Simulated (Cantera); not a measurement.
Thermodynamics of silicon oxide and oxynitride deposition, feed SiH4 + O3

Input: 1 mol SiH4, a varied amount of O3, equilibrated at 450 °C and 1.00 bar.

These are equilibrium values from Cantera (NASA tables, ideal gas, pure condensed phases), not measurements of a reactor. Candidate condensed phases: H2O, Si, SiO2; 18 gas species. Rates play no part.

| n(O3) (mol) | log p H2O | log p O2 | log p H2 | n SiO2(α-quartz) |
|---|---|---|---|---|
| 0.94 | -0.39 | <-12 | -0.23 | 1.00 |
| 1.2 | -0.10 | <-12 | -0.70 | 1.00 |
| 1.4 | -0.02 | -1.32 | <-12 | 1.00 |
| 1.7 | -0.11 | -0.67 | <-12 | 1.00 |
| 2.1 | -0.20 | -0.44 | <-12 | 1.00 |
| 2.6 | -0.29 | -0.31 | <-12 | 1.00 |
| 3.2 | -0.38 | -0.23 | <-12 | 1.00 |
| 3.9 | -0.47 | -0.18 | <-12 | 1.00 |
log p: log10 of the partial pressure in bar; n: condensed amount in mol.

From 0.94 mol O3 to 3.9 mol O3 the condensed part is SiO2(α-quartz).
